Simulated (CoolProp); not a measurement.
Vapour-liquid equilibrium of C3F8 (R218) (1) + R134a (2) at 11.6 bar; x and y are mole fractions of (1).

The numbers come from the multi-fluid Helmholtz-energy mixture model, Lemmon 2006 and Tillner-Roth 1994; pair parameters Bell 2016 in CoolProp.

| x | bubble temperature, mixture model (°C) | bubble temperature, Raoult's law (°C) | y, mixture model | y, Raoult's law |
|---|---|---|---|---|
| 0.05 | 41.5 | 44.5 | 0.111 | 0.061 |
| 0.15 | 36.6 | 43.6 | 0.269 | 0.180 |
| 0.25 | 33.5 | 42.7 | 0.374 | 0.294 |
| 0.35 | 31.7 | 41.8 | 0.451 | 0.402 |
| 0.45 | 30.5 | 40.9 | 0.515 | 0.506 |
| 0.55 | 29.9 | 40.0 | 0.575 | 0.605 |
| 0.65 | 29.9 | 39.2 | 0.638 | 0.700 |
| 0.75 | 30.4 | 38.3 | 0.710 | 0.791 |
| 0.85 | 31.7 | 37.5 | 0.800 | 0.877 |
| 0.95 | 34.2 | 36.6 | 0.921 | 0.960 |

The largest gap from Raoult's law is -10.4 K in bubble temperature, at x = 0.45. y crosses x between x = 0.55 and 0.65: the model has an azeotrope there.

The pair parameters rest on a limited set of measurements; away from them the model extrapolates.
